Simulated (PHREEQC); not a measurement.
A PHREEQC input (ion-association model, phreeqc.dat):

```
SOLUTION 1
  temp 20
  units mg/L
  pH 5.77
  pe 8.8
  Na 0.0218
  K 0.000524
  Ca 0.00103
  Mg 0.00708
  Cl 0.0393 charge
  Li 0.1 charge
  S(6) 0.0182 as SO4
  Alkalinity 0.00795 as HCO3
  Si 0.000856 as SiO2
END
USE solution 1
EQUILIBRIUM_PHASES 1
  CO2(g) -2.5 10
END
```

It stops with these messages:

```
ERROR: Charge balance specified for more than one species.
ERROR: Program terminating due to input errors.
```

The fault: two constituents marked charge. The line should read `Cl 0.0393` where the input has `Cl 0.0393 charge / Li 0.1 charge`. With the mend the run ends at pH 5.15 and ionic strength 9.24e-6 mol/kgw.
